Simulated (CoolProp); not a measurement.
The fluid at 293.15 K and 1.45 MPa is throttled through a valve to 0.745 MPa with no heat exchange. The same conditions are run with several fluids, on thermodynamics alone (safety and materials aside).

Values from CoolProp's reference Helmholtz-energy equation of state of each fluid (hydrogen sulfide: Lemmon 2006; nitrous oxide: Lemmon 2006; methane: Setzmann 1991; carbon dioxide: Span 1996; oxygen: Schmidt 1985).

Problem. Rank hydrogen sulfide, nitrous oxide, methane, carbon dioxide, oxygen by temperature change (K), highest first.

Solution. oxygen (-1.9), methane (-3.2), carbon dioxide (-8.4), nitrous oxide (-8.5), hydrogen sulfide (-13.8)

```csv
fluid,final density (kg/m³)
hydrogen sulfide,11.8
nitrous oxide,14.6
methane,5.03
carbon dioxide,14.5
oxygen,9.90
```
